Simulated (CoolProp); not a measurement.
Vapour-liquid equilibrium of R22 (1) + c-C4F8 (RC318) (2) at 292 kPa; x and y are mole fractions of (1).

The numbers come from the multi-fluid Helmholtz-energy mixture model, Kamei 1995 and Platzer 1990; pair parameters Bell 2016 in CoolProp. This equation is an older, rougher fit; its heat capacities, sound speeds and derivatives of the liquid may be far off and weren't checked against measurements.

| x | bubble temperature, mixture model (°C) | bubble temperature, Raoult's law (°C) | y, mixture model | y, Raoult's law |
|---|---|---|---|---|
| 0.05 | 20.6 | 19.4 | 0.115 | 0.153 |
| 0.2 | 9.3 | 10.6 | 0.503 | 0.475 |
| 0.35 | -2.1 | 3.6 | 0.745 | 0.670 |
| 0.5 | -9.0 | -2.1 | 0.845 | 0.797 |
| 0.65 | -12.1 | -6.8 | 0.887 | 0.883 |
| 0.8 | -13.7 | -10.8 | 0.916 | 0.944 |
| 0.95 | -15.1 | -14.3 | 0.966 | 0.988 |

The largest gap from Raoult's law is -6.9 K in bubble temperature, at x = 0.5. No azeotrope shows between x = 0.05 and 0.95.

Pair parameters are fitted to limited data, so mixtures are less certain than the pure fluids. The gap from Raoult's law changes sign with composition, which may be real or a fault of the pair parameters; it wasn't checked against measurements.
